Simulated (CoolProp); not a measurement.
The fluid at 298.15 K and 0.139 MPa is compressed adiabatically to 0.507 MPa with isentropic efficiency 0.85. The same conditions are run with several fluids, on thermodynamics alone (safety and materials aside).

The numbers come from the reference Helmholtz-energy equation of state of each fluid (C3F8 (R218): Lemmon 2006; nitrogen: Span 2000; R22: Kamei 1995; methane: Setzmann 1991; isobutane: Bücker 2006) in CoolProp.

Question: Rank C3F8 (R218), nitrogen, R22, methane, isobutane by work (kJ/kg), highest first.

Answer: methane (272), nitrogen (163), isobutane (64.6), R22 (46.7), C3F8 (R218) (19.8)

```
fluid        final temperature (K)  final density (kg/m³)
-----------  ---------------------  ---------------------
C3F8 (R218)                  326.1                   38.3
nitrogen                     454.5                   3.75
R22                          369.3                   14.8
methane                      412.7                   2.37
isobutane                    340.2                   11.5
```
